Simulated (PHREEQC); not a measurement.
Synthetic water in mg/L, 25 °C, pH 6.67, pe -1.1:

```csv
constituent,mg/L
Na,1.07
K,0.0127
Ca,3.31
Mg,0.732
Cl,1.88
S(6) as SO4,3.19
Alkalinity as HCO3,9.28
Br,0.00698
Sr,0.00792
B,0.000353
Ba,0.073
```

Valence states are taken as typed.

Computed with PHREEQC (ion-association model, phreeqc.dat).

The ionic strength is 0.000416 mol/kgw and the charge-balance error is 0.3 %.

```
species  molality  activity   log γ
-------  --------  --------  ------
HCO3-    0.000152  0.000149  -0.010
Ca+2      8.20e-5   7.48e-5  -0.040
CO2       7.14e-5   7.14e-5   0.000
Cl-       5.30e-5   5.18e-5  -0.010
Na+       4.65e-5   4.55e-5  -0.010
SO4-2     3.26e-5   2.97e-5  -0.040
```

Precipitation was switched off in this run.
